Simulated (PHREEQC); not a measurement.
Buffer: an equilibrium model

Consider water at 25 °C and 300 atm with 0.11 mol/kgw H3PO4, 0.00023 mol/kgw Na2B4O7 and 0.0026 mol/kgw NaCl. Closed to the air; pH follows from the charge balance.

Model: ion-association model, phreeqc.dat, run in PHREEQC.

Each row changes one thing in this solution. No solid was allowed to form.

| case | pH | ionic strength (mol/kgw) | H2BO3- (mol/kgw) |
|---|---|---|---|
| as made | 1.59 | 0.0323 | 3.95e-11 |
| NaCl left out | 1.59 | [?] | [?] |
| temperature from 25 to 50 °C | 1.65 | [?] | 6.61e-11 |
| H3PO4 left out | 8.98 | 0.00306 | 0.000447 |
| temperature from 25 to 20 °C | 1.58 | 0.0330 | [?] |

**Question.** Some entries are withheld; supply them.

**Answer.** 
- NaCl left out, ionic strength (mol/kgw): 0.0295
- NaCl left out, H2BO3- (mol/kgw): 3.93e-11
- temperature from 25 to 50 °C, ionic strength (mol/kgw): 0.0291
- temperature from 25 to 20 °C, H2BO3- (mol/kgw): 3.53e-11

Complexes and solids missing from the database can't appear. Under pressure, the constants of complexes without a molar volume in the database are unreliable. Away from 25 °C the constants follow the database's enthalpies or fits; those with neither stay at their 25 °C values.
